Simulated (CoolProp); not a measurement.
Methane along the isotherm 0.45 °C: density (kg/m³) from the reference equation and from simpler models built on Tc = -82.6 °C, pc = 45.99 bar, ω = 0.011; each cubic takes its own stable root.

Computed with CoolProp (reference Helmholtz-energy equation of state, Setzmann 1991).

| p (bar) | phase | reference |
|---|---|---|
| 28.7 | gas | 21.70 |
| 57.5 | supercritical | 46.74 |
| 86.2 | supercritical | 75.10 |
| 115 | supercritical | 106.0 |
| 144 | supercritical | 136.8 |
| 172 | supercritical | 163.5 |
| 201 | supercritical | 186.8 |
| 230 | supercritical | 206.0 |
| 259 | supercritical | 221.9 |
| 287 | supercritical | 234.8 |
| 316 | supercritical | 246.3 |
| 345 | supercritical | 256.4 |
| 374 | supercritical | 265.2 |
| 402 | supercritical | 272.9 |
| 431 | supercritical | 280.1 |
| 460 | supercritical | 286.7 |

Problem. How far does each simpler model (ideal gas, van der Waals, Soave-Redlich-Kwong, Peng-Robinson) lie from the reference over these 16 states: mean and median of the absolute difference, and the worst?

Solution. 
- ideal gas: mean 14.5 %, median 13.5 %, worst -25.8 % at 0.45 °C and 172 bar
- van der Waals: mean 8.3 %, median 8.2 %, worst -15.4 % at 0.45 °C and 460 bar
- Soave-Redlich-Kwong: mean 2.9 %, median 3.0 %, worst -5.1 % at 0.45 °C and 201 bar
- Peng-Robinson: mean 3.9 %, median 3.1 %, worst +7.8 % at 0.45 °C and 460 bar
